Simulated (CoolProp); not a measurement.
Octamethylcyclotetrasiloxane (D4) along the isotherm 330.85 °C: density (kg/m³) from the reference equation and from simpler models built on Tc = 313.4 °C, pc = 1.347 MPa, ω = 0.598; each cubic takes its own stable root.

The numbers come from the reference Helmholtz-energy equation of state, Thol 2015 in CoolProp.

```json
[
 {"p (MPa)": "1.12", "phase": "gas", "reference": "98.59"},
 {"p (MPa)": "2.25", "phase": "supercritical", "reference": "456.9"},
 {"p (MPa)": "3.37", "phase": "supercritical", "reference": "525.9"},
 {"p (MPa)": "4.49", "phase": "supercritical", "reference": "558.9"},
 {"p (MPa)": "5.61", "phase": "supercritical", "reference": "581.5"},
 {"p (MPa)": "6.74", "phase": "supercritical", "reference": "599.0"},
 {"p (MPa)": "7.86", "phase": "supercritical", "reference": "613.2"},
 {"p (MPa)": "8.98", "phase": "supercritical", "reference": "625.3"},
 {"p (MPa)": "10.1", "phase": "supercritical", "reference": "635.9"},
 {"p (MPa)": "11.2", "phase": "supercritical", "reference": "645.2"},
 {"p (MPa)": "12.3", "phase": "supercritical", "reference": "653.6"},
 {"p (MPa)": "13.5", "phase": "supercritical", "reference": "661.9"}
]
```

Task: How far does each simpler model (ideal gas, van der Waals, Redlich-Kwong, Soave-Redlich-Kwong, Peng-Robinson) lie from the reference over these 12 states: mean and median of the absolute difference, and the worst?

Result: 
- ideal gas: mean 31.2 %, median 28.6 %, worst -70.9 % at 330.85 °C and 2.25 MPa
- van der Waals: mean 23.6 %, median 25.3 %, worst -26.1 % at 330.85 °C and 3.37 MPa
- Redlich-Kwong: mean 5.5 %, median 4.8 %, worst -12.1 % at 330.85 °C and 2.25 MPa
- Soave-Redlich-Kwong: mean 7.3 %, median 5.9 %, worst -17.4 % at 330.85 °C and 2.25 MPa
- Peng-Robinson: mean 4.6 %, median 4.5 %, worst -9.5 % at 330.85 °C and 2.25 MPa
